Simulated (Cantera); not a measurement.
What does this Cantera script print?

```python
import numpy as np
import cantera as ct

gas_names = """
    AL ALH ALO ALOH ALO2 ALO2H AL2 AL2O AL2O2 H HALO HO2 H2 H2O H2O2 O OH O2 O3
""".split()
cond_names = """
    AL(cr) AL(L) AL2O3(a) AL2O3(L) H2O(s) H2O(L)
""".split()


# ... load() reads the species with a 1 bar reference pressure and builds the phases ...
atoms = {
    'Al2O3': {'AL': 2, 'O': 3},
    'H2': {'H': 2},
    'H2O': {'H': 2, 'O': 1},
}
top_T = {}  # K; cautious upper limits of use, not melting points


# ... equilibrate(T, P, feed) seeds the gas with the atoms and calls Mixture.equilibrate('TP', solver="vcs", rtol=1e-11, max_steps=5000) ...
results = []
feed = {'Al2O3': 1, 'H2': 840, 'H2O': 1.2}  # mol
P = 160  # Pa
for T in [1550, 1600, 1650, 1700, 1750, 1800, 1850, 1900, 1950, 2000, 2050, 2100]:
    mix = equilibrate(T, P, feed)
    results.append((T, P, feed, dict(zip(mix.species_names, mix.species_moles))))

top = {s: max(r[3][s] / sum(r[3][g] for g in gas_names) for r in results) for s in gas_names}
cols = sorted((s for s in top if top[s] > 0.001), key=lambda s: -top[s])[:9]
seen = [c for c in cond_names if any(r[3].get(c, 0) > 1e-12 for r in results)]
print("log10 of partial pressures in bar; condensed amounts in mol")
print(f"{'T/K':>10s}" + "".join(f"{s[:9]:>10s}" for s in cols + seen))
for T, P, feed, n in results:
    ng = sum(n[g] for g in gas_names)
    print(f"{T:10.4g}" + "".join(f"{np.log10(max(n[s] / ng * P / 1e5, 1e-99)):10.3f}" for s in cols)
          + "".join(f"{n.get(c, 0):10.4g}" for c in seen))
```

Result:

```
log10 of partial pressures in bar; condensed amounts in mol
       T/K        H2         H       H2O        AL  AL2O3(a)
      1550    -2.797    -5.900    -5.642   -11.983         1
      1600    -2.797    -5.663    -5.642   -11.168         1
      1650    -2.797    -5.440    -5.642   -10.402         1
      1700    -2.798    -5.231    -5.642    -9.683    0.9999
      1750    -2.799    -5.033    -5.643    -9.007    0.9995
      1800    -2.800    -4.846    -5.642    -8.371    0.9982
      1850    -2.802    -4.670    -5.639    -7.775    0.9937
      1900    -2.805    -4.503    -5.627    -7.227    0.9787
      1950    -2.809    -4.345    -5.592    -6.745    0.9359
      2000    -2.815    -4.196    -5.519    -6.349    0.8378
      2050    -2.822    -4.055    -5.411    -6.034    0.6554
      2100    -2.832    -3.922    -5.282    -5.780    0.3587
```

Equilibrium computed with Cantera from the NASA thermochemical tables; the gas is ideal and each condensed phase is pure. The tables' values for AlOH are old estimates; treat these amounts as uncertain.
